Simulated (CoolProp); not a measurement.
Vapour-liquid equilibrium of R13 (1) + R113 (2) at 249.4 K; x and y are mole fractions of (1).

The numbers come from the multi-fluid Helmholtz-energy mixture model, Platzer 1990 and Marx 1992; pair parameters Bell 2016 in CoolProp. This equation is an older, rougher fit; its heat capacities, sound speeds and derivatives of the liquid may be far off and weren't checked against measurements.

Task: Give the bubble pressure and the first vapour's composition at x = 0.35, 0.65, 0.8. Is there an azeotrope?

Result: x = 0.35: 428.0 kPa, y = 0.991; x = 0.65: 689.2 kPa, y = 0.996; x = 0.8: 814.0 kPa, y = 0.997. No azeotrope shows between x = 0.05 and 0.95.

The pair parameters rest on a limited set of measurements; away from them the model extrapolates. The gap from Raoult's law changes sign with composition, which may be real or a fault of the pair parameters; it wasn't checked against measurements.
